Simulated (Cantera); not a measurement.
# Stirred combustor or abatement burner

A perfectly stirred reactor is fed with CH4 : O2 : N2 = 1 : 2.5 : 9.4 (molar parts), equivalence ratio 0.80, at 0.830 bar; it is adiabatic with a 723 K inlet, and is followed from long to short residence time, starting on the burning branch (τ in s: 0.069, 0.036, 0.019, 0.0096, 0.005, 0.0026, 0.0013, 0.0007, 0.00036, 0.00019, 9.8e-05, 5.1e-05, 2.6e-05).

Cantera simulation using GRI-Mech 3.0 (53 species, 325 reactions); the numbers are that mechanism's predictions, not measurements.

```tsv
τ (s)	T (K)	x CH4	x O2	x NO	x HO2	x H	x H2
0.069	2263	3.00e-6	0.0388	0.00208	2.45e-6	0.000431	0.00168
0.036	2257	5.35e-6	0.0393	0.00138	2.50e-6	0.000506	0.00186
0.019	2246	9.14e-6	0.0399	0.000896	2.59e-6	0.000645	0.00217
0.0096	2227	1.56e-5	0.0407	0.000559	2.80e-6	0.000920	0.00270
0.0050	2198	2.52e-5	0.0417	0.000353	3.21e-6	0.00138	0.00347
0.0026	2160	4.06e-5	0.0430	0.000220	3.97e-6	0.00213	0.00449
0.0013	2111	6.83e-5	0.0446	0.000132	5.30e-6	0.00330	0.00578
0.00070	2060	0.000112	0.0463	8.58e-5	7.04e-6	0.00467	0.00703
0.00036	2001	0.000199	0.0486	5.52e-5	9.67e-6	0.00638	0.00837
0.00019	1942	0.000368	0.0515	3.63e-5	1.34e-5	0.00794	0.00956
9.8e-5	1876	0.000769	0.0561	2.27e-5	2.04e-5	0.00884	0.0107
5.1e-5	1793	0.00208	0.0658	1.19e-5	4.15e-5	0.00767	0.0122
2.6e-5	723	0.0775	0.194	<1e-12	<1e-12	<1e-12	<1e-12
```
x: mole fraction; the columns are a selection and need not sum to one.
